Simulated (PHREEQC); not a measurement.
## Leach liquor: speciation

Dissolve 0.3 mol HCl, 0.00015 mol CuSO4 and 0.0043 mol Na2SO4 per kg of water at 25 °C. Closed to the air; pH follows from the charge balance.

Equilibrium calculation in PHREEQC: ion-association model, wateq4f.dat.

Each row changes one thing in this solution. This is a speciation only: nothing precipitates in the calculation.

```
case                                             pH  ionic strength (mol/kgw)  HSO4- (mol/kgw)  SO4-2 (mol/kgw)  Cu+2 (mol/kgw)  NaSO4- (mol/kgw)  SI of Chalcanthite (CuSO4:5H2O)  SI of Mirabilite (Na2SO4:10H2O)
---------------------------------------------  ----  ------------------------  ---------------  ---------------  --------------  ----------------  -------------------------------  -------------------------------
as made                                        0.64                     0.305          0.00395         0.000493        0.000120           5.32e-6                            -5.75                            -7.25
HCl left out                                   5.82                       ___          4.50e-7          0.00430        0.000109          0.000116                            -4.08                            -5.69
Na2SO4 from 0.0043 to 0.043 mol/kgw            0.69                     0.354           0.0371          0.00548        0.000115          0.000557                            -4.77                            -4.25
temperature from 25 to 50 °C                   0.64                     0.305          0.00415         0.000300             ___           3.54e-6                            -6.24                            -8.58
Na2SO4 replaced by NaHF2 at the same molality  0.64                     0.300         0.000133          1.66e-5        0.000120           8.99e-8                            -7.22                            -9.33
Na2SO4 from 0.0043 to 0.00645 mol/kgw          0.64                     0.308          0.00585              ___             ___           1.19e-5                            -5.58                            -6.73
```

Problem. What belongs in the gaps?

Solution. 
- HCl left out, ionic strength (mol/kgw): 0.0131
- temperature from 25 to 50 °C, Cu+2 (mol/kgw): 8.62e-5
- Na2SO4 from 0.0043 to 0.00645 mol/kgw, SO4-2 (mol/kgw): 0.000737
- Na2SO4 from 0.0043 to 0.00645 mol/kgw, Cu+2 (mol/kgw): 0.000119

Some of these states are supersaturated (in Brochantite, for instance). At this temperature some constants are extrapolated from 25 °C, and those without enthalpy data are left unchanged.
